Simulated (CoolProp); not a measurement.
Vapour-liquid equilibrium of R152A (1) + methanol (2) at 0.404 MPa; x and y are mole fractions of (1).

The numbers come from the multi-fluid Helmholtz-energy mixture model, Outcalt 1996 and de Reuck 1993; pair parameters Bell 2016 in CoolProp.

Problem. Give the bubble temperature and the first vapour's composition at x = 0.125, 0.875, 0.95. Is there an azeotrope?

Solution. x = 0.125: 320.0 K, y = 0.880; x = 0.875: 289.5 K, y = 0.989; x = 0.95: 287.2 K, y = 0.996. No azeotrope shows between x = 0.05 and 0.95.

Pair parameters are fitted to limited data, so mixtures are less certain than the pure fluids. With so large a gap from Raoult's law the liquid may split in two, which this calculation doesn't test in full.
